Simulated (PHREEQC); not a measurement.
Make-up at 25 °C: 0.24 mol ZnCl2, 0.16 mol NiCl2, 0.0049 mol HCl and 0.041 mol KI per kg of water. Closed to the air; pH follows from the charge balance.

Equilibrium calculation in PHREEQC: ion-association model, wateq4f.dat.

- pH = 2.44
- ionic strength = 0.905 mol/kgw
- activity of water = 0.982
- total alkalinity = -4.90 meq/kg

```csv
species,molality,activity,log γ
Cl-,0.587,0.355,-0.218
Zn+2,0.163,0.0344,-0.675
Ni+2,0.0911,0.0330,-0.441
ZnCl+,0.0541,0.0329,-0.216
I-,0.0410,0.0318,-0.110
K+,0.0410,0.0248,-0.218
NiCl+,0.0380,0.0295,-0.110
```

No solid was allowed to form. Ionic strength above about 0.7 mol/kgw puts this run outside the model's range. Complexes and solids missing from the database can't appear.
